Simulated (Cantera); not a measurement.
Input (Python, Cantera) and output of one run.

```python
import numpy as np
import cantera as ct

gas_names = """
    CL CL2 N N2 Si SiCL SiCL2 SiCL3 SiCL4 SiN Si2 Si2N Si3
""".split()
cond_names = """
    Si(cr) Si(L) Si3N4(a)
""".split()


# ... load() reads the species with a 1 bar reference pressure and builds the phases ...
atoms = {
    'Si3N4': {'Si': 3, 'N': 4},
    'Cl2': {'CL': 2},
}
top_T = {'Si3N4(a)': 2400}  # K; cautious upper limits of use, not melting points


# ... equilibrate(T, P, feed) seeds the gas with the atoms and calls Mixture.equilibrate('TP', solver="vcs", rtol=1e-11, max_steps=5000) ...
results = []
P = 100000  # Pa
for T in [1148, 1248, 1348, 1448, 1548, 1648, 1748, 1848, 1948, 2048, 2148]:
    for m in [1.1, 1.4, 1.8, 2.3, 2.9, 3.7, 4.8, 6.2, 8, 10, 13, 17]:
        feed = {'Si3N4': 1, 'Cl2': m}  # mol
        mix = equilibrate(T, P, feed)
        results.append((T, P, feed, dict(zip(mix.species_names, mix.species_moles))))

for T, P, feed, n in results:
    print(f"{T:7g} {feed['Cl2']:10.4g}  " + (" + ".join(c for c in cond_names if n.get(c, 0) > 1e-12) or "gas only"))
```

It prints:

```
   1148        1.1  Si3N4(a)
   1148        1.4  Si3N4(a)
   1148        1.8  Si3N4(a)
   1148        2.3  Si3N4(a)
   1148        2.9  Si3N4(a)
   1148        3.7  Si3N4(a)
   1148        4.8  Si3N4(a)
   1148        6.2  gas only
   1148          8  gas only
   1148         10  gas only
   1148         13  gas only
   1148         17  gas only
   1248        1.1  Si3N4(a)
   1248        1.4  Si3N4(a)
   1248        1.8  Si3N4(a)
   1248        2.3  Si3N4(a)
   1248        2.9  Si3N4(a)
   1248        3.7  Si3N4(a)
   1248        4.8  Si3N4(a)
   1248        6.2  gas only
   1248          8  gas only
   1248         10  gas only
   1248         13  gas only
   1248         17  gas only
   1348        1.1  Si3N4(a)
   1348        1.4  Si3N4(a)
   1348        1.8  Si3N4(a)
   1348        2.3  Si3N4(a)
   1348        2.9  Si3N4(a)
   1348        3.7  Si3N4(a)
   1348        4.8  Si3N4(a)
   1348        6.2  gas only
   1348          8  gas only
   1348         10  gas only
   1348         13  gas only
   1348         17  gas only
   1448        1.1  Si3N4(a)
   1448        1.4  Si3N4(a)
   1448        1.8  Si3N4(a)
   1448        2.3  Si3N4(a)
   1448        2.9  Si3N4(a)
   1448        3.7  Si3N4(a)
   1448        4.8  Si3N4(a)
   1448        6.2  gas only
   1448          8  gas only
   1448         10  gas only
   1448         13  gas only
   1448         17  gas only
   1548        1.1  Si3N4(a)
   1548        1.4  Si3N4(a)
   1548        1.8  Si3N4(a)
   1548        2.3  Si3N4(a)
   1548        2.9  Si3N4(a)
   1548        3.7  Si3N4(a)
   1548        4.8  Si3N4(a)
   1548        6.2  gas only
   1548          8  gas only
   1548         10  gas only
   1548         13  gas only
   1548         17  gas only
   1648        1.1  Si3N4(a)
   1648        1.4  Si3N4(a)
   1648        1.8  Si3N4(a)
   1648        2.3  Si3N4(a)
   1648        2.9  Si3N4(a)
   1648        3.7  Si3N4(a)
   1648        4.8  Si3N4(a)
   1648        6.2  gas only
   1648          8  gas only
   1648         10  gas only
   1648         13  gas only
   1648         17  gas only
   1748        1.1  Si3N4(a)
   1748        1.4  Si3N4(a)
   1748        1.8  Si3N4(a)
   1748        2.3  Si3N4(a)
   1748        2.9  Si3N4(a)
   1748        3.7  Si3N4(a)
   1748        4.8  gas only
   1748        6.2  gas only
   1748          8  gas only
   1748         10  gas only
   1748         13  gas only
   1748         17  gas only
   1848        1.1  Si3N4(a)
   1848        1.4  Si3N4(a)
   1848        1.8  Si3N4(a)
   1848        2.3  Si3N4(a)
   1848        2.9  Si3N4(a)
   1848        3.7  Si3N4(a)
   1848        4.8  gas only
   1848        6.2  gas only
   1848          8  gas only
   1848         10  gas only
   1848         13  gas only
   1848         17  gas only
   1948        1.1  Si3N4(a)
   1948        1.4  Si3N4(a)
   1948        1.8  Si3N4(a)
   1948        2.3  Si3N4(a)
   1948        2.9  Si3N4(a)
   1948        3.7  gas only
   1948        4.8  gas only
   1948        6.2  gas only
   1948          8  gas only
   1948         10  gas only
   1948         13  gas only
   1948         17  gas only
   2048        1.1  Si3N4(a)
   2048        1.4  Si3N4(a)
   2048        1.8  Si3N4(a)
   2048        2.3  Si3N4(a)
   2048        2.9  Si3N4(a)
   2048        3.7  gas only
   2048        4.8  gas only
   2048        6.2  gas only
   2048          8  gas only
   2048         10  gas only
   2048         13  gas only
   2048         17  gas only
   2148        1.1  Si(L)
   2148        1.4  Si(L)
   2148        1.8  Si(L)
   2148        2.3  Si(L)
   2148        2.9  Si(L)
   2148        3.7  gas only
   2148        4.8  gas only
   2148        6.2  gas only
   2148          8  gas only
   2148         10  gas only
   2148         13  gas only
   2148         17  gas only
```

Cantera equilibrium calculation (NASA polynomials, part measured and part estimated; ideal gas, pure solids and liquids). The tables' values for SiCl3 are old estimates.
